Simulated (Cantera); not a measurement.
A Cantera script and its output.

```python
import numpy as np
import cantera as ct

gas = ct.Solution("gri30.yaml", transport_model="multicomponent")
show = ['H2', 'OH', 'N2']

rows = []
print(f"{'T/K':>7s}{'rho':>11s}{'cp':>10s}{'mu':>11s}{'lambda':>11s}{'Pr':>7s}" + "".join(f"{'D_' + s:>11s}" for s in show))
for T in [400, 600, 800, 1000, 1200, 1400, 1600, 1800]:
    gas.TPX = T, 53, {'C3H8': 0.89, 'H2O': 0.46, 'C2H4': 0.69}
    Pr = gas.cp_mass * gas.viscosity / gas.thermal_conductivity
    D = [gas.mix_diff_coeffs_mole[gas.species_index(s)] for s in show]
    rows.append([gas.density, gas.cp_mass, gas.viscosity, gas.thermal_conductivity, Pr, *D])
    print(f"{T:7g}{gas.density:11.4e}{gas.cp_mass:10.1f}{gas.viscosity:11.4e}"
          f"{gas.thermal_conductivity:11.4e}{Pr:7.3f}" + "".join(f"{d:11.4e}" for d in D))
print("SI units: kg/m3, J/kg/K, Pa s, W/m/K, m2/s")
```

Result:

```
    T/K        rho        cp         mu     lambda     Pr       D_H2       D_OH       D_N2
    400 5.2254e-04    2030.7 1.2159e-05 3.2968e-02  0.749 1.8232e-01 7.1579e-02 4.7054e-02
    600 3.4836e-04    2693.2 1.7538e-05 6.1881e-02  0.763 3.6615e-01 1.4624e-01 9.6882e-02
    800 2.6127e-04    3192.4 2.2281e-05 9.2223e-02  0.771 5.9546e-01 2.3975e-01 1.5946e-01
   1000 2.0901e-04    3578.0 2.6554e-05 1.2251e-01  0.776 8.6558e-01 3.5003e-01 2.3333e-01
   1200 1.7418e-04    3854.3 3.0469e-05 1.5110e-01  0.777 1.1734e+00 4.7571e-01 3.1755e-01
   1400 1.4930e-04    4081.7 3.4106e-05 1.7885e-01  0.778 1.5164e+00 6.1578e-01 4.1141e-01
   1600 1.3063e-04    4267.2 3.7521e-05 2.0548e-01  0.779 1.8930e+00 7.6947e-01 5.1440e-01
   1800 1.1612e-04    4416.9 4.0754e-05 2.3088e-01  0.780 2.3015e+00 9.3617e-01 6.2610e-01
SI units: kg/m3, J/kg/K, Pa s, W/m/K, m2/s
```

Detailed kinetics in Cantera: GRI-Mech 3.0 (53 species, 325 reactions). Polar gases are described roughly by these parameters. The composition is frozen, though it would react at the higher temperatures.
